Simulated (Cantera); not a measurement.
What does this Cantera script print?

```python
import numpy as np
import cantera as ct

gas_names = """
    F FO FO2 F2 F2O N NF NF2 NF3 NO NO2 NO3 N2 N2O O O2 O3 Si SiF SiF2 SiF3 SiF4 SiN SiO SiO2 Si2 Si2N
    Si3
""".split()
cond_names = """
    Si(cr) Si(L) SiO2(Lqz) SiO2(hqz) SiO2(L) Si2N2O(s) Si3N4(a)
""".split()


# ... load() reads the species with a 1 bar reference pressure and builds the phases ...
atoms = {
    'Si3N4': {'Si': 3, 'N': 4},
    'O2': {'O': 2},
    'N2': {'N': 2},
    'NF3': {'N': 1, 'F': 3},
}
top_T = {'Si2N2O(s)': 2100, 'Si3N4(a)': 2400}  # K; cautious upper limits of use, not melting points


# ... equilibrate(T, P, feed) seeds the gas with the atoms and calls Mixture.equilibrate('TP', solver="vcs", rtol=1e-11, max_steps=5000) ...
results = []
feed = {'Si3N4': 1, 'O2': 5.7, 'N2': 22, 'NF3': 13}  # mol
T = 1600  # K
P = 48  # Pa
mix = equilibrate(T, P, feed)
results.append((T, P, feed, dict(zip(mix.species_names, mix.species_moles))))
print(gas.report(threshold=1e-06))
for i in range(1, mix.n_phases):
    print(f"{mix.phase(i).name:16s} {mix.phase_moles(i):12.5e} mol")
```

Output:

```
       temperature   1600 K
          pressure   48 Pa
           density   0.00010148 kg/m^3
  mean mol. weight   28.124 kg/kmol
   phase of matter   gas

                          1 kg             1 kmol
                     ---------------   ---------------
          enthalpy            -12766       -3.5903e+05  J
   internal energy       -4.8578e+05       -1.3662e+07  J
           entropy             10918        3.0707e+05  J/K
    Gibbs function       -1.7482e+07       -4.9167e+08  J
 heat capacity c_p            1161.9             32677  J/K
 heat capacity c_v            866.25             24363  J/K

                      mass frac. Y      mole frac. X     chem. pot. / RT
                     ---------------   ---------------   ---------------
                 F           0.27548           0.40781           -23.956
                F2         6.277e-06        4.6461e-06           -47.912
                NO         0.0010071        0.00094394           -36.363
                N2            0.4584           0.46021           -34.631
                 O        0.00011013        0.00019359           -19.048
                O2          0.097305          0.085526           -38.096
              SiF4           0.16769          0.045313           -175.57
     [  +21 minor]        1.1945e-06        9.3915e-07

Si(cr)            0.00000e+00 mol
SiO2(hqz)         0.00000e+00 mol
Si2N2O(s)         0.00000e+00 mol
Si3N4(a)          0.00000e+00 mol
```

Cantera equilibrium calculation (NASA polynomials, part measured and part estimated; ideal gas, pure solids and liquids).
